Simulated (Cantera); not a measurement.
# Tantalum, niobium, vanadium and zirconium in process gases: V + N₂O + N₂

Charge: 1 mol V, 0.15 mol N₂O, 31 mol N₂, equilibrated at 9800 Pa.

Method: chemical equilibrium by Gibbs-energy minimisation in Cantera with the NASA 1993 tables (ideal gas, pure condensed phases). Candidate condensed phases: V, VN, VO, V₂O₃, V₂O₄, V₂O₅; 13 gas species. Each liquid is taken as pure. Mutual solubility and eutectic melting of coexisting phases are not modelled. VN, VO: taken at fixed stoichiometry. Condensed phases not in the tables: the oxides between V₂O₃ and V₂O₅ other than VO₂, solid solutions among these carbides, nitrides and lower oxides, V₂N, N, O or C dissolved in the metal. Equilibrium is a limit: real reactors are often held back by kinetics, nucleation or transport.

From 502 °C to 1252 °C the condensed part is VN(s) + V₂O₃(s). From 1402 °C to 1702 °C the condensed part is VN(s) + VO(s). From 1852 °C to 2002 °C the condensed part is VN(s) + VO(l). At 2152 °C the condensed part is V(l) + VO(l). At 2302 °C the condensed part is V(l).

```csv
T (°C),log p N₂,log p V,log p VO,log p VO₂,log p VN,log p N,log p O,log p NO,n VN(s),n V₂O₃(s),n VO(s),n VO(l),n V(l)
502,-1.01,<-13,<-13,<-13,<-13,<-13,<-13,<-13,0.900,0.0500,0,0,0
652,-1.01,<-13,<-13,<-13,<-13,<-13,<-13,<-13,0.900,0.0500,0,0,0
802,-1.01,<-13,<-13,<-13,<-13,<-13,<-13,<-13,0.900,0.0500,0,0,0
952,-1.01,<-13,<-13,<-13,<-13,<-13,<-13,<-13,0.900,0.0500,0,0,0
1102,-1.01,<-13,-12.19,-10.86,<-13,<-13,<-13,-12.15,0.900,0.0500,0,0,0
1252,-1.01,-12.30,-10.01,-9.07,<-13,<-13,<-13,-10.85,0.900,0.0500,0,0,0
1402,-1.01,-10.10,-8.35,-7.83,<-13,-11.98,-11.67,-9.89,0.850,0,0.150,0,0
1552,-1.01,-8.27,-7.01,-6.88,-11.58,-10.75,-10.49,-9.13,0.850,0,0.150,0,0
1702,-1.01,-6.72,-5.88,-6.09,-10.03,-9.71,-9.49,-8.49,0.850,0,0.149,0,0
1852,-1.01,-5.40,-4.97,-5.50,-8.70,-8.81,-8.67,-7.98,0.850,0,0,0.145,0
2002,-1.01,-4.25,-4.23,-5.11,-7.56,-8.03,-8.02,-7.59,0.835,0,0,0.127,0
2152,-1.01,-3.40,-3.59,-4.62,-6.71,-7.35,-7.30,-7.11,0,0,0,0.0520,0.732
2302,-1.02,-2.81,-3.37,-4.72,-6.12,-6.75,-6.85,-6.87,0,0,0,0,0.358
```
log p: log10 of the partial pressure in bar; n: condensed amount in mol.
